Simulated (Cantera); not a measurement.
An adiabatic, constant-pressure homogeneous reactor starts with CH4 : O2 : N2 = 1 : 1.11 : 4.18 (molar parts), at 1225 K and 760 Torr. Integrator tolerance rtol = 1e-08.

Cantera simulation using GRI-Mech 3.0 (53 species, 325 reactions); the numbers are that mechanism's predictions, not measurements.

Task: What does this change do: pressure from 760 Torr to 900 Torr?

Result: 
| quantity | before | after |
|---|---|---|
| time of steepest temperature rise | 44.3 ms | 38.3 ms |
| temperature at 1.00 s | 2400 K | 2403 K |
| equilibrium temperature | 2400 K | 2403 K |
| x(CH4) at 1.00 s | 8.53e-12 (gas-phase equilibrium 9.63e-12) | 1.18e-11 (gas-phase equilibrium 1.34e-11) |
| x(O2) at 1.00 s | 1.65e-5 (gas-phase equilibrium 1.65e-5) | 1.44e-5 (gas-phase equilibrium 1.44e-5) |
| x(H2O) at 1.00 s | 0.146 (gas-phase equilibrium 0.146) | 0.146 (gas-phase equilibrium 0.146) |
| x(H) at 1.00 s | 0.00570 (gas-phase equilibrium 0.00570) | 0.00532 (gas-phase equilibrium 0.00532) |
| x(CO2) at 1.00 s | 0.0223 (gas-phase equilibrium 0.0223) | 0.0223 (gas-phase equilibrium 0.0223) |
| x(NO2) at 1.00 s | 1.29e-9 (gas-phase equilibrium 1.29e-9) | 1.22e-9 (gas-phase equilibrium 1.22e-9) |
| x(HCO) at 1.00 s | 1.11e-7 (gas-phase equilibrium 1.11e-7) | 1.22e-7 (gas-phase equilibrium 1.22e-7) |

Task: What does this change do: pressure from 760 Torr to 7500 Torr?

Result: 
| quantity | before | after |
|---|---|---|
| time of steepest temperature rise | 44.3 ms | 4.81 ms |
| temperature at 1.00 s | 2400 K | 2427 K |
| equilibrium temperature | 2400 K | 2427 K |
| x(CH4) at 1.00 s | 8.53e-12 (gas-phase equilibrium 9.63e-12) | 7.57e-10 (gas-phase equilibrium 8.51e-10) |
| x(O2) at 1.00 s | 1.65e-5 (gas-phase equilibrium 1.65e-5) | 2.22e-6 (gas-phase equilibrium 2.22e-6) |
| x(H2O) at 1.00 s | 0.146 (gas-phase equilibrium 0.146) | 0.147 (gas-phase equilibrium 0.147) |
| x(H) at 1.00 s | 0.00570 (gas-phase equilibrium 0.00570) | 0.00208 (gas-phase equilibrium 0.00208) |
| x(CO2) at 1.00 s | 0.0223 (gas-phase equilibrium 0.0223) | 0.0221 (gas-phase equilibrium 0.0221) |
| x(NO2) at 1.00 s | 1.29e-9 (gas-phase equilibrium 1.29e-9) | 5.58e-10 (gas-phase equilibrium 5.58e-10) |
| x(HCO) at 1.00 s | 1.11e-7 (gas-phase equilibrium 1.11e-7) | 3.85e-7 (gas-phase equilibrium 3.85e-7) |
